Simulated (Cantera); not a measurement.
A freely propagating, adiabatic, planar premixed flame of 10.8 % CH4, 15.5 % O2, 73.7 % N2, equivalence ratio 1.4, unburnt at 323 K and 1.00 atm; mixture-averaged transport, grid criteria slope 0.08 and curve 0.16, no radiation.

Detailed kinetics in Cantera: GRI-Mech 3.0 (53 species, 325 reactions). Burning velocities carry a grid error of a few per cent, more on coarse grids.

Task: Predict: laminar burning velocity; thermal thickness; peak x(H); peak x(CH2O).

Result: 
| Item | Result |
|---|---|
| laminar burning velocity | 7.07 cm/s |
| thermal thickness | 1.94 mm |
| peak x(H) | 0.000532 |
| peak x(CH2O) | 0.000706 |
